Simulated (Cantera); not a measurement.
Input (Python, Cantera):

```python
import numpy as np
import cantera as ct

gas = ct.Solution("h2o2.yaml")
gas.TPX = 400, 14000, {'H2': 1, 'O2': 0.575, 'N2': 2.16}
flame = ct.FreeFlame(gas, width=0.16)
flame.set_refine_criteria(ratio=3, slope=0.08, curve=0.16)
flame.transport_model = "unity-Lewis-number"
flame.solve(loglevel=0, auto=True)
z, T = flame.grid, flame.T
thick = (T[-1] - T[0]) / np.gradient(T, z).max()
show = ['H2', 'O2', 'H2O2', 'O', 'HO2', 'OH']
print(f"laminar burning velocity  {flame.velocity[0] * 100:.3f} cm/s")
print(f"burnt temperature         {T[-1]:.1f} K")
print(f"thermal thickness         {thick * 1e3:.4f} mm")
print(f"grid points               {len(z)}")
z0 = z[flame.heat_release_rate.argmax()]
print(f"{'z/mm':>9s}{'T/K':>9s}{'u/(m/s)':>9s}" + "".join(f"{s:>11s}" for s in show))
rows = []
for k in (-3, -2, -1.5, -1, -0.5, -0.25, 0, 0.25, 0.5, 1, 2, 4, 8):
    zz = z0 + k * thick
    rows.append([k * thick, np.interp(zz, z, T), np.interp(zz, z, flame.velocity),
                 *(np.interp(zz, z, flame.X[gas.species_index(s)]) for s in show)])
    print(f"{rows[-1][0] * 1e3:9.3f}{rows[-1][1]:9.1f}{rows[-1][2]:9.3f}" + "".join(f"{x:11.3e}" for x in rows[-1][3:]))
```

Result:

```
laminar burning velocity  178.542 cm/s
burnt temperature         2274.8 K
thermal thickness         3.8097 mm
grid points               124
     z/mm      T/K  u/(m/s)         H2         O2       H2O2          O        HO2         OH
  -11.429    400.0    1.785  2.677e-01  1.539e-01  1.012e-11  1.584e-12  1.242e-10  1.014e-14
   -7.619    400.0    1.785  2.677e-01  1.539e-01  5.057e-10  1.165e-10  6.128e-09  7.507e-13
   -5.715    400.0    1.785  2.677e-01  1.539e-01  3.078e-09  8.310e-10  3.708e-08  5.474e-12
   -3.810    400.3    1.787  2.677e-01  1.539e-01  5.407e-08  1.860e-08  6.494e-07  1.952e-10
   -1.905    421.0    1.877  2.655e-01  1.528e-01  3.204e-06  3.061e-06  4.719e-05  4.681e-06
   -0.952    628.8    2.768  2.383e-01  1.401e-01  4.570e-06  1.904e-04  5.763e-05  3.055e-04
    0.000   1071.9    4.594  1.184e-01  8.844e-02  7.669e-07  5.607e-03  1.725e-05  2.424e-03
    0.952   1340.3    5.642  4.063e-02  5.028e-02  1.013e-06  1.398e-02  7.641e-06  7.268e-03
    1.905   1469.4    6.124  3.499e-02  4.416e-02  7.773e-07  1.481e-02  5.658e-06  9.743e-03
    3.810   1615.5    6.654  3.455e-02  4.063e-02  4.430e-07  1.353e-02  4.278e-06  1.233e-02
    7.619   1769.6    7.199  3.245e-02  3.702e-02  2.225e-07  1.132e-02  3.159e-06  1.454e-02
   15.239   1919.2    7.713  2.833e-02  3.342e-02  1.184e-07  8.644e-03  2.278e-06  1.573e-02
   30.477   2055.6    8.169  2.263e-02  3.001e-02  7.285e-08  5.980e-03  1.661e-06  1.554e-02
```

Model: the H2/O2 subset of GRI-Mech 3.0, which has no nitrogen chemistry, integrated in Cantera. Unity Lewis numbers drop preferential diffusion, which matters most where H2 and H carry the flame. Burning velocities carry a grid error of a few per cent, more on coarse grids.
